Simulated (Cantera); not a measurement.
A closed system holds: 1 mol acetone, 1.3 mol H2, held at 1 atm.

These are equilibrium values from Cantera (NASA tables, ideal gas, pure condensed phases), not measurements of a reactor. Candidate condensed phases: C, C6H6, C7H8, C8H18, H2O; 131 gas species. Ions and electrons are included (thermal ionisation). The feed counts by its element totals alone. Rates play no part.

Problem. At 3250 K, list the 4 most abundant gas species with their mole fractions, and the condensed phases.

Solution. H2 0.525, H 0.231, CO 0.165, C2H2 (acetylene) 0.0637. Condensed: C(graphite).
